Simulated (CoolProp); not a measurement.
A simple Rankine cycle with isobutene: condensing at 288.15 K, boiler at 3.27 MPa, turbine inlet 445.7 K, turbine efficiency 0.8, pump efficiency 0.7, no recuperator. Each further row changes one setting.

Values from CoolProp's reference Helmholtz-energy equation of state, Lemmon 2005. It is a short technical equation, of lower accuracy than the large ones.

```tsv
case	thermal efficiency (%)	net work (kJ/kg)	heat in (kJ/kg)	turbine exit temperature (K)	volume ratio over the turbine
as stated	17.0	102	601	361.5	15.9
turbine inlet 465.7 K	17.0	111	654	384.2	15.2
condensing temperature 280.15 K	18.2	113	620	…	20.6
boiler pressure 2.29 MPa	15.4	96.8	627	377.8	…
turbine efficiency 0.7	14.7	88.6	601	…	16.3
```

What belongs in the gaps?


- condensing temperature 280.15 K, turbine exit temperature (K): 355.0
- boiler pressure 2.29 MPa, volume ratio over the turbine: 10.4
- turbine efficiency 0.7, turbine exit temperature (K): 368.7
